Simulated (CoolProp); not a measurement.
Vapour-liquid equilibrium of CF4 (R14) (1) + CHF3 (R23) (2) at 0.251 MPa; x and y are mole fractions of (1).

The numbers come from the multi-fluid Helmholtz-energy mixture model, Platzer 1990 and Penoncello 2003; pair parameters Bell 2016 in CoolProp. This equation is an older, rougher fit; its heat capacities, sound speeds and derivatives of the liquid may be far off and weren't checked against measurements.

```csv
x,"bubble temperature, mixture model (K)","bubble temperature, Raoult's law (K)","y, mixture model","y, Raoult's law"
0.05,190.4,201.5,0.614,0.326
0.125,[?],193.2,0.861,0.602
0.2,[?],186.9,0.919,0.749
0.275,165.3,181.8,0.938,0.834
0.35,163.8,177.8,0.947,0.887
0.425,163.1,174.4,0.951,0.921
0.5,162.8,171.5,0.953,0.944
0.575,162.5,169.0,0.954,0.961
0.65,162.3,166.9,0.956,0.973
0.725,162.0,164.9,0.959,0.982
0.8,161.5,163.2,0.964,0.988
0.875,[?],161.7,0.972,0.994
0.95,160.0,160.3,0.986,0.998
```

### Question
What belongs in the gaps?

### Answer

- 0.125, bubble temperature, mixture model (K): 175.1
- 0.2, bubble temperature, mixture model (K): 168.4
- 0.875, bubble temperature, mixture model (K): 160.8

The largest gap from Raoult's law is -18.5 K in bubble temperature, at x = 0.2. No azeotrope shows between x = 0.05 and 0.95.

Pair parameters are fitted to limited data, so mixtures are less certain than the pure fluids. With so large a gap from Raoult's law the liquid may split in two, which this calculation doesn't test in full.
